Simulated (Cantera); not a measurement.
## Adiabatic ignition

An adiabatic, constant-pressure homogeneous reactor starts with 8.62 % CO, 3.45 % H2, 1.64 % CH4, 11.4 % O2, 74.9 % N2, equivalence ratio 0.82, at 1400 K and 10.0 bar.

Computed with Cantera and GRI-Mech 3.0 (53 species, 325 reactions).

```
t (s)     T (K)     x CO      x H2   x CH4     x N2O       x H     x C2H
--------  -----  -------  --------  ------  --------  --------  --------
3.00e-6    1400   0.0862    0.0345  0.0164  1.73e-11   4.49e-7    <1e-12
6.83e-6    1400   0.0862    0.0344  0.0163  3.46e-10   7.82e-6    <1e-12
1.55e-5    1478   0.0866    0.0303  0.0123   2.62e-8  0.000205  4.79e-11
3.54e-5    2392   0.0238   0.00258  <1e-12   1.74e-6   0.00157    <1e-12
8.05e-5    2522   0.0109   0.00115  <1e-12   1.49e-6  0.000389    <1e-12
0.000183   2539  0.00905  0.000978  <1e-12   1.38e-6  0.000298    <1e-12
0.000417   2538  0.00901  0.000975  <1e-12   1.37e-6  0.000295    <1e-12
0.000949   2536  0.00901  0.000976  <1e-12   1.36e-6  0.000292    <1e-12
0.00216    2532  0.00901  0.000979  <1e-12   1.35e-6  0.000288    <1e-12
0.00491    2527  0.00902  0.000982  <1e-12   1.35e-6  0.000283    <1e-12
0.0112     2525  0.00902  0.000984  <1e-12   1.36e-6  0.000280    <1e-12
0.0255     2525  0.00902  0.000984  <1e-12   1.36e-6  0.000280    <1e-12
0.0579     2525  0.00902  0.000984  <1e-12   1.36e-6  0.000280    <1e-12
0.132      2525  0.00902  0.000984  <1e-12   1.36e-6  0.000280    <1e-12
0.300      2525  0.00902  0.000984  <1e-12   1.36e-6  0.000280    <1e-12
```
x: mole fraction; the columns are a selection and need not sum to one.

time of steepest temperature rise: 21.0 µs
temperature at 0.300 s: 2525 K
equilibrium temperature: 2525 K
x(CO) at 0.300 s: 0.00902 (gas-phase equilibrium 0.00902)
x(H2) at 0.300 s: 0.000984 (gas-phase equilibrium 0.000984)
x(CH4) at 0.300 s: <1e-12 (gas-phase equilibrium <1e-12)
